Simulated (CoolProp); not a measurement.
Vapour-liquid equilibrium of R22 (1) + c-C4F8 (RC318) (2) at 49.65 °C; x and y are mole fractions of (1).

The numbers come from the multi-fluid Helmholtz-energy mixture model, Kamei 1995 and Platzer 1990; pair parameters Bell 2016 in CoolProp. This equation is an older, rougher fit; its heat capacities, sound speeds and derivatives of the liquid may be far off and weren't checked against measurements.

```csv
x,"bubble pressure, mixture model (bar)","bubble pressure, Raoult's law (bar)","y, mixture model","y, Raoult's law"
0.05,6.809,7.064,0.096,0.136
0.2,8.904,8.991,0.400,0.429
0.35,11.76,10.92,0.615,0.618
0.5,14.40,12.85,0.737,0.750
0.65,16.41,14.77,0.814,0.848
0.8,17.91,16.70,0.878,0.923
0.95,19.04,18.63,0.961,0.983
```

The largest gap from Raoult's law is +12.1 % in bubble pressure, at x = 0.5. No azeotrope shows between x = 0.05 and 0.95.

The pair parameters rest on a limited set of measurements; away from them the model extrapolates. The gap from Raoult's law changes sign with composition, which may be real or a fault of the pair parameters; it wasn't checked against measurements.
